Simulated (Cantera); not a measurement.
# Reactions in the system B-N-O

Source: NASA polynomial tables (part measured, part estimated), evaluated in Cantera. Values are per mole of reaction as written; species without (g) are pure solids or liquids, kept so even where they would boil at 1 bar.

2 B₂O₃(g) + 7 N(g) → 4 BN + 3 NO₂(g)

```csv
T (K),ΔH° (kJ),ΔS° (J/K),ΔG° (kJ),log10 K
375,-2544.1,-879.7,-2214.2,308.42
450,-2549.1,-891.8,-2147.8,249.30
525,-2553.0,-899.9,-2080.6,207.00
600,-2556.1,-905.4,-2012.8,175.23
675,-2558.3,-908.9,-1944.8,150.49
750,-2560.0,-911.3,-1876.5,130.69
825,-2561.2,-912.8,-1808.1,114.48
900,-2562.0,-913.8,-1739.6,100.96
```
